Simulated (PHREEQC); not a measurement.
Dissolve 0.16 mol/kgw K2CO3 and 0.0015 mol/kgw H3BO3 at 20 °C. Closed to the air; pH follows from the charge balance.

All values are PHREEQC results (ion-association model, phreeqc.dat), not measurements.

```json
[
 {"quantity": "pH", "before": "11.45", "after": "12.73"},
 {"quantity": "ionic strength (mol/kgw)", "before": "0.475", "after": "0.502"},
 {"quantity": "CO3-2 (mol/kgw)", "before": "0.155", "after": "0.141"},
 {"quantity": "HCO3- (mol/kgw)", "before": "0.00447", "after": "0.000207"},
 {"quantity": "H3BO3 (mol/kgw)", "before": "6.70e-6", "after": "3.47e-7"},
 {"quantity": "CO2 (mol/kgw)", "before": "2.42e-8", "after": "5.76e-11"}
]
```

Name the change that produced these shifts.
A) diluted 100-fold with water
B) K2CO3 from 0.16 to 0.016 mol/kgw
C) H3BO3 from 0.0015 to 0.00165 mol/kgw
D) K2CO3 from 0.16 to 0.08 mol/kgw
E) 0.059 mol/kgw NaOH added

E, 0.059 mol/kgw NaOH added

No solid was allowed to form.
